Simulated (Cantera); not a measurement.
Charge: 1 mol B2O3, 13 mol N2, held at 477 °C and 13300 Pa.

Equilibrium computed with Cantera from the NASA thermochemical tables; the gas is ideal and each condensed phase is pure. Candidate condensed phases: B, BN, B2O3; 17 gas species. Equilibrium is a limit: real reactors are often held back by kinetics, nucleation or transport.

Base state: N2 1.00 (mole fractions); condensed: B2O3(l).

What changes in the equilibrium state with this change: temperature from 477 °C to 1602 °C?


```json
[
 {"species": "N2", "before": "1.00", "after": "0.930"},
 {"species": "B2O3", "before": "<1e-9", "after": "0.0698"},
 {"species": "BO2", "before": "<1e-9", "after": "0.000153"},
 {"species": "BO", "before": "<1e-9", "after": "9.40e-5"},
 {"species": "B2O2", "before": "<1e-9", "after": "3.37e-5"},
 {"species": "B2O3(l), mol", "before": "1.00", "after": "0.0222"}
]
```
